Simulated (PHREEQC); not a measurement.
Dissolve 0.057 mol/kgw Na2SeO3, 0.00011 mol/kgw NH3 and 0.00095 mol/kgw NaCl at 25 °C. Closed to the air; pH follows from the charge balance.

Computed with PHREEQC (ion-association model, wateq4f.dat).

| quantity | before | after |
|---|---|---|
| pH | 10.38 | 9.55 |
| ionic strength (mol/kgw) | 0.172 | 0.000987 |
| NH3 (mol/kgw) | 0.000100 | 7.29e-5 |
| NH4+ (mol/kgw) | 9.79e-6 | 3.71e-5 |

**Question.** What was changed between the two runs?
(A) 0.015 mol/kgw CaSO4 added
(B) NaCl replaced by Na2HAsO4 at the same molality
(C) Na2SeO3 left out
(D) 0.036 mol/kgw NaHCO3 added

**Answer.** C, Na2SeO3 left out

No solid was allowed to form.
